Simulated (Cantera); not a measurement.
An isothermal, constant-pressure homogeneous reactor starts with 43.5 % CH4, 56.5 % N2, at 1700 K and 10.00 Torr.

Cantera simulation using GRI-Mech 3.0 (53 species, 325 reactions); the numbers are that mechanism's predictions, not measurements. GRI-Mech 3.0 stops at C3 and has no aromatics, soot or wall deposition, so with more carbon than oxygen in the feed, carbon stays in small species such as C2H2 where larger ones or solid carbon would form. Radical loss at walls, strong at low pressure, is not modelled.

One state of this run: x CH4 = 0.00819; x H = 0.000711; x C2H6 = 4.91e-7; x C2H2 = 0.148; x HCN = 1.99e-6. x: mole fraction; the columns are a selection and need not sum to one.

### Question
Which value of t (s) does it belong to?
(A) 6.00
(B) 0.482
(C) 2.00e-5
(D) 1.70

### Answer
D, 1.70
